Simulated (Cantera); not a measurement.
A Cantera script and its output.

```python
import numpy as np
import cantera as ct

gas = ct.Solution("gri30.yaml")
gas.TPX = 1050, 1333, {'H2': 0.011, 'O2': 1}
inlet = ct.Reservoir(gas, clone=True)

reactor = ct.IdealGasConstPressureReactor(gas, energy="off", clone=False)
exhaust = ct.Reservoir(gas, clone=True)
tau = [0.85, 0.46, 0.24, 0.13, 0.071, 0.038, 0.02, 0.011, 0.0059][0]
for a, b in ((inlet, reactor), (reactor, exhaust)):
    ct.MassFlowController(a, b, mdot=lambda t: reactor.mass / tau)
net = ct.ReactorNet([reactor])
show = ['H2', 'O2', 'OH', 'H2O2', 'O', 'H2O']

rows = []
print(f"{'tau/s':>10s}{'T/K':>9s}" + "".join(f"{s:>11s}" for s in show))
for tau in [0.85, 0.46, 0.24, 0.13, 0.071, 0.038, 0.02, 0.011, 0.0059]:
    net.initial_time = 0.0
    net.advance(30 * tau)
    before = gas.X
    net.advance(40 * tau)
    drift = np.max(np.abs(gas.X - before) / (gas.X + 1e-9))
    rows.append([gas.T, *gas[show].X, drift])
    print(f"{tau:10.3e}{gas.T:9.1f}" + "".join(f"{x:11.3e}" for x in gas[show].X))
```

It prints:

```
     tau/s      T/K         H2         O2         OH       H2O2          O        H2O
 8.500e-01   1050.0  1.257e-04  9.876e-01  2.412e-04  2.721e-08  1.312e-03  1.066e-02
 4.600e-01   1050.0  1.774e-04  9.871e-01  3.012e-04  3.112e-08  1.807e-03  1.055e-02
 2.400e-01   1050.0  2.584e-04  9.863e-01  3.810e-04  3.648e-08  2.457e-03  1.039e-02
 1.300e-01   1050.0  3.733e-04  9.856e-01  4.745e-04  4.320e-08  3.160e-03  1.017e-02
 7.100e-02   1050.0  5.456e-04  9.847e-01  5.864e-04  5.212e-08  3.874e-03  9.871e-03
 3.800e-02   1050.0  8.224e-04  9.839e-01  7.231e-04  6.459e-08  4.521e-03  9.429e-03
 2.000e-02   1050.0  1.276e-03  9.833e-01  8.807e-04  8.160e-08  4.949e-03  8.787e-03
 1.100e-02   1050.0  1.947e-03  9.831e-01  1.029e-03  1.010e-07  5.005e-03  7.957e-03
 5.900e-03   1050.0  3.039e-03  9.834e-01  1.148e-03  1.212e-07  4.621e-03  6.767e-03
```

Detailed kinetics in Cantera: GRI-Mech 3.0 (53 species, 325 reactions). Radical loss at walls, strong at low pressure, is not modelled.
